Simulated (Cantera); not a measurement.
## Sublimation and decomposition of ceramics: Si₃N₄ + Si + H₂

Charge: 1 mol Si₃N₄, 0.0024 mol Si, 1 mol H₂, held at 6.20 Pa.

These are equilibrium values from Cantera (NASA tables, ideal gas, pure condensed phases), not measurements of a reactor. Candidate condensed phases: Si, Si₃N₄; 31 gas species. Ions and electrons are included (thermal ionisation). The tables' values for SiN are old estimates; treat these amounts as uncertain. The numbers say what is thermodynamically allowed, not how fast it happens.

From 3000 K to 5000 K nothing is condensed. The main Si-bearing gas is Si throughout.

| T (K) | x Si | x N | x H | x N₂ | x e- | x Si+ | x H₂ | x SiN |
|---|---|---|---|---|---|---|---|---|
| 3000 | 0.428 | 0.000944 | 0.285 | 0.285 | 0.000171 | 0.000171 | 0.000202 | 9.72e-5 |
| 3500 | 0.423 | 0.0148 | 0.283 | 0.276 | 0.00194 | 0.00194 | 1.42e-5 | 6.09e-5 |
| 4000 | 0.389 | 0.105 | 0.267 | 0.215 | 0.0118 | 0.0118 | 1.74e-6 | 3.59e-5 |
| 4500 | 0.299 | 0.310 | 0.229 | 0.0736 | 0.0444 | 0.0444 | 2.71e-7 | 1.26e-5 |
| 5000 | 0.185 | 0.381 | 0.199 | 0.00820 | 0.113 | 0.113 | 5.93e-8 | 2.15e-6 |
x: gas mole fraction; nothing condenses.
